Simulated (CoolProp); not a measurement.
Vapour pressure (MPa) of normal hydrogen: the reference equation beside estimates from Tc = -240.0 °C, pc = 1.296 MPa, ω = -0.219. Clausius-Clapeyron is anchored at -249.35 °C with a constant enthalpy of vaporisation of 0.8535 kJ/mol.

Computed with CoolProp (reference Helmholtz-energy equation of state, Leachman 2009).

```tsv
T (°C)	reference	Lee-Kesler	Clausius-Clapeyron	van der Waals	Redlich-Kwong	Soave-Redlich-Kwong	Peng-Robinson
-250.75	0.1763	0.1764	0.1883	0.2167	0.08366	0.1743	0.1812
-250.05	0.2094	0.2095	0.2164	0.2541	0.1092	0.2088	0.2159
-249.35	0.2466	0.2468	0.2466	0.2956	0.1400	0.2477	0.2548
-248.65	0.2883	0.2884	0.2790	0.3412	0.1766	0.2913	0.2983
-247.95	0.3348	0.3348	0.3134	0.3911	0.2195	0.3397	0.3465
-247.25	0.3862	0.3861	0.3499	0.4454	0.2691	0.3933	0.3997
-246.55	0.4430	0.4427	0.3883	0.5043	0.3261	0.4522	0.4581
-245.85	0.5053	0.5050	0.4287	0.5679	0.3909	0.5166	0.5219
-245.15	0.5736	0.5731	0.4710	0.6364	0.4639	0.5867	0.5914
-244.45	0.6481	0.6476	0.5150	0.7097	0.5457	0.6628	0.6668
-243.75	0.7292	0.7287	0.5608	0.7881	0.6367	0.7450	0.7482
-243.05	0.8174	0.8170	0.6083	0.8716	0.7373	0.8336	0.8360
-242.35	0.9129	0.9128	0.6573	0.9603	0.8479	0.9286	0.9303
-241.65	1.016	1.017	0.7078	1.054	0.9689	1.030	1.031
-240.95	1.129	1.129	0.7598	1.154	1.101	1.139	1.139
```

Absolute difference from the reference over all 15 rows, mean and median: Lee-Kesler 0.1 and 0.1 %, Clausius-Clapeyron 15.7 and 15.2 %, van der Waals 12.5 and 12.4 %, Redlich-Kwong 24.5 and 22.6 %, Soave-Redlich-Kwong 1.5 and 1.7 %, Peng-Robinson 2.8 and 3.1 %.
